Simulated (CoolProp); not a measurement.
Vapour-liquid equilibrium of ammonia (1) + benzene (2) at 286.5 K; x and y are mole fractions of (1).

Values from CoolProp's multi-fluid Helmholtz-energy mixture model, Gao 2020 and Thol 2012; pair parameters Bell 2016.

### Question
Give the bubble pressure and the first vapour's composition at x = 0.2, 0.35, 0.5. Is there an azeotrope?

### Answer
x = 0.2: 0.3632 MPa, y = 0.981; x = 0.35: 0.4942 MPa, y = 0.987; x = 0.5: 0.5418 MPa, y = 0.988. No azeotrope shows between x = 0.05 and 0.95.

The pair parameters rest on a limited set of measurements; away from them the model extrapolates. With so large a gap from Raoult's law the liquid may split in two, which this calculation doesn't test in full.
